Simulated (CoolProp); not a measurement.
The numbers come from the reference Helmholtz-energy equation of state, Zhou 2012 in CoolProp.

Problem. Give the vapour pressure (MPa), enthalpy of vaporisation (kJ/kg), liquid cp (kJ/(kg K)), surface tension (mN/m) of saturated o-xylene at 432.6, 473.2, 534.2 K.

Solution. 
```json
[
 {"T (K)": "432.6", "p (MPa)": "0.149", "enthalpy of vaporisation (kJ/kg)": "333", "liquid cp (kJ/(kg K))": "2.23", "surface tension (mN/m)": "15.6"},
 {"T (K)": "473.2", "p (MPa)": "0.363", "enthalpy of vaporisation (kJ/kg)": "305", "liquid cp (kJ/(kg K))": "2.39", "surface tension (mN/m)": "11.8"},
 {"T (K)": "534.2", "p (MPa)": "1.05", "enthalpy of vaporisation (kJ/kg)": "251", "liquid cp (kJ/(kg K))": "2.69", "surface tension (mN/m)": "6.44"}
]
```

Surface tension comes from a separate correlation (Mulero 2014).
